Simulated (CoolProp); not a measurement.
A simple Rankine cycle with tetrahydrofuran: condensing at 298.15 K, boiler at 0.76 MPa, turbine inlet 457.9 K, turbine efficiency 0.75, pump efficiency 0.7, no recuperator. Each further row changes one setting.

Computed with CoolProp (reference Helmholtz-energy equation of state, Fiedler 2023).

| case | thermal efficiency (%) | net work (kJ/kg) | heat in (kJ/kg) | turbine exit temperature (K) | volume ratio over the turbine |
|---|---|---|---|---|---|
| as stated | 18.0 | 118 | 653 | 371.4 | 31.2 |
| turbine inlet 477.9 K | 18.1 | 124 | 689 | 392.3 | 31.1 |
| condensing temperature 290.15 K | 19.2 | 128 | 666 | 363.6 | 43.9 |
| boiler pressure 0.532 MPa | 16.6 | 109 | 658 | 381.4 | 21.7 |
| turbine efficiency 0.65 | 15.6 | 102 | 653 | 382.8 | 32.1 |
